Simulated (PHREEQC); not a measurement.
Brine

Make-up at 25 °C: 3.4 mol K2CO3 and 0.17 mol NaCl per kg of water. Closed to the air; pH follows from the charge balance.

Model: Pitzer model, pitzer.dat, run in PHREEQC.

This is a speciation only: nothing precipitates in the calculation.

Estimate the pH.

pH 12.69.

In brines, pH and single-ion activities rest on the MacInnes convention.
